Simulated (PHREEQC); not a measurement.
Solution (25 °C): 0.13 mol/kgw KH2PO4, 0.0095 mol/kgw K2HPO4 and 2.8e-06 mol/kgw H4SiO4. Closed to the air; pH follows from the charge balance.

Equilibrium calculation in PHREEQC: ion-association model, phreeqc.dat.

No solid was allowed to form.

Task: Predict the pH, ionic strength.

Result: pH 5.66; ionic strength 0.157 mol/kgw.

Task: In which forms is P present?

Result: H2PO4- 93 %, HPO4-2 6.3 %, KHPO4- 0.6 % of the P.

Complexes and solids missing from the database can't appear.
